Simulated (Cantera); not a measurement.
## Catalytic combustion on Pt

An isothermal plug-flow reactor at 1023 K and 500000 Pa (inlet), inlet velocity 2 m/s, active area per volume 4700 1/m; feed 0.706 % CH4, 12.1 % O2, 87.2 % N2.

Cantera simulation using Deutschmann's 1995 Pt surface mechanism with GRI-Mech 3.0 gas chemistry; the numbers are that mechanism's predictions, not measurements. Catalytic surfaces can have several steady states; this one follows from the mechanism file's or the stated starting coverage. Mass transfer to the wall is taken as infinitely fast.

```
z (m)      x CH4   x O2     x H2O     x CO2     x CO  θ free Pt   θ O*     θ OH*
-------  -------  -----  --------  --------  -------  ---------  -----  --------
5.1e-05  0.00704  0.121   5.08e-5   2.37e-5  1.67e-6      0.137  0.863  0.000306
8.5e-05  0.00702  0.121   8.45e-5   4.00e-5  2.24e-6      0.137  0.863  0.000358
0.00014  0.00699  0.121  0.000139   6.67e-5  2.72e-6      0.137  0.863  0.000428
0.00024  0.00694  0.121  0.000237  0.000116  2.99e-6      0.137  0.863  0.000533
0.00039  0.00687  0.121  0.000384  0.000189  3.03e-6      0.137  0.863  0.000658
0.00066  0.00674  0.121  0.000643  0.000318  2.98e-6      0.137  0.862  0.000835
0.0011   0.00653  0.120   0.00106  0.000525  2.89e-6      0.137  0.862   0.00106
0.0018   0.00622  0.120   0.00169  0.000840  2.76e-6      0.137  0.862   0.00133
0.003    0.00571  0.119   0.00270   0.00135  2.53e-6      0.137  0.861   0.00167
0.0051   0.00491  0.117   0.00429   0.00214  2.19e-6      0.137  0.861   0.00210
```
x: gas mole fraction; θ: surface coverage.
